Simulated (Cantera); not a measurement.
## Adiabatic ignition

An adiabatic, constant-volume homogeneous reactor starts with 18.9 % CH₄, 3.03 % H₂, 16.4 % O₂, 61.7 % N₂, at 1600 K and 5.92 atm.

Model: GRI-Mech 3.0 (53 species, 325 reactions), integrated in Cantera.

```tsv
t (s)	T (K)	P (bar)	x CH₄	x H₂	x O₂	x H	x HO₂	x C₂H
1.00e-6	1600	6.00	0.189	0.0303	0.164	1.37e-7	2.75e-6	<1e-12
2.15e-6	1600	6.00	0.189	0.0303	0.164	2.38e-7	5.41e-6	<1e-12
4.64e-6	1600	6.00	0.189	0.0303	0.164	5.50e-7	9.51e-6	<1e-12
1.00e-5	1600	6.00	0.189	0.0303	0.164	1.62e-6	1.33e-5	<1e-12
2.15e-5	1603	6.01	0.188	0.0302	0.163	4.11e-6	2.07e-5	<1e-12
4.64e-5	1625	6.10	0.183	0.0306	0.160	8.19e-6	5.36e-5	5.67e-12
0.000100	2734	12.3	0.00145	0.207	4.98e-6	0.00745	1.65e-8	2.42e-5
0.000215	2721	12.4	4.39e-9	0.227	4.19e-6	0.00836	1.38e-8	<1e-12
0.000464	2722	12.5	3.68e-9	0.227	4.26e-6	0.00840	1.40e-8	<1e-12
0.00100	2723	12.5	3.60e-9	0.227	4.28e-6	0.00841	1.41e-8	<1e-12
0.00215	2723	12.5	3.59e-9	0.227	4.28e-6	0.00842	1.41e-8	<1e-12
0.00464	2723	12.5	3.59e-9	0.227	4.28e-6	0.00842	1.41e-8	<1e-12
0.0100	2723	12.5	3.59e-9	0.227	4.28e-6	0.00842	1.41e-8	<1e-12
0.0215	2723	12.5	3.59e-9	0.227	4.28e-6	0.00842	1.41e-8	<1e-12
0.0464	2723	12.5	3.59e-9	0.227	4.28e-6	0.00842	1.41e-8	<1e-12
0.100	2723	12.5	3.59e-9	0.227	4.28e-6	0.00842	1.41e-8	<1e-12
```
x: mole fraction; the columns are a selection and need not sum to one.

```
Item                                                                 Value
---------------------------------  ---------------------------------------
time of steepest temperature rise                                  91.3 µs
temperature at 0.100 s                                              2723 K
equilibrium temperature                                             2723 K
x(CH₄) at 0.100 s                  3.59e-9 (gas-phase equilibrium 4.03e-9)
x(H₂) at 0.100 s                       0.227 (gas-phase equilibrium 0.227)
x(O₂) at 0.100 s                   4.28e-6 (gas-phase equilibrium 4.28e-6)
```
